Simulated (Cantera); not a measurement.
An isothermal, constant-pressure homogeneous reactor starts with H2 : O2 : N2 = 0.46 : 1 : 2.6 (molar parts), at 1300 K and 2.10 Torr.

Model: the H2/O2 subset of GRI-Mech 3.0, which has no nitrogen chemistry, integrated in Cantera. Radical loss at walls, strong at low pressure, is not modelled. The temperature is held fixed by assumption; the heat of reaction is taken as removed at once.

x: mole fraction; the columns are a selection and need not sum to one.

```json
[
 {"t (s)": "3.00e-6", "x H2": "0.113", "x O2": "0.246", "x HO2": "9.24e-11", "x OH": "<1e-12", "x H2O": "<1e-12"},
 {"t (s)": "8.68e-6", "x H2": "0.113", "x O2": "0.246", "x HO2": "2.68e-10", "x OH": "2.15e-12", "x H2O": "<1e-12"},
 {"t (s)": "2.51e-5", "x H2": "0.113", "x O2": "0.246", "x HO2": "7.74e-10", "x OH": "1.73e-11", "x H2O": "1.26e-12"},
 {"t (s)": "7.27e-5", "x H2": "0.113", "x O2": "0.246", "x HO2": "…", "x OH": "1.29e-10", "x H2O": "2.77e-11"},
 {"t (s)": "0.000211", "x H2": "0.113", "x O2": "0.246", "x HO2": "…", "x OH": "8.46e-10", "x H2O": "5.50e-10"},
 {"t (s)": "0.000609", "x H2": "0.113", "x O2": "0.246", "x HO2": "…", "x OH": "5.13e-9", "x H2O": "9.71e-9"},
 {"t (s)": "0.00176", "x H2": "0.113", "x O2": "0.246", "x HO2": "…", "x OH": "6.14e-8", "x H2O": "2.48e-7"},
 {"t (s)": "0.00510", "x H2": "0.113", "x O2": "0.246", "x HO2": "…", "x OH": "2.14e-5", "x H2O": "0.000104"},
 {"t (s)": "0.0148", "x H2": "0.00780", "x O2": "0.186", "x HO2": "2.99e-7", "x OH": "0.00630", "x H2O": "0.0801"},
 {"t (s)": "0.0428", "x H2": "0.00746", "x O2": "0.186", "x HO2": "2.99e-7", "x OH": "0.00619", "x H2O": "0.0812"},
 {"t (s)": "0.124", "x H2": "0.00723", "x O2": "0.186", "x HO2": "3.03e-7", "x OH": "0.00611", "x H2O": "0.0834"},
 {"t (s)": "0.358", "x H2": "0.00653", "x O2": "0.188", "x HO2": "3.11e-7", "x OH": "0.00584", "x H2O": "0.0891"},
 {"t (s)": "1.04", "x H2": "0.00465", "x O2": "0.192", "x HO2": "3.22e-7", "x OH": "0.00498", "x H2O": "0.101"},
 {"t (s)": "3.00", "x H2": "0.00165", "x O2": "0.198", "x HO2": "…", "x OH": "0.00301", "x H2O": "0.114"}
]
```

Problem. What belongs in the gaps?

Solution. 
- 7.27e-5, x HO2: 2.24e-9
- 0.000211, x HO2: 6.48e-9
- 0.000609, x HO2: 1.87e-8
- 0.00176, x HO2: 5.41e-8
- 0.00510, x HO2: 1.63e-7
- 3.00, x HO2: 2.88e-7
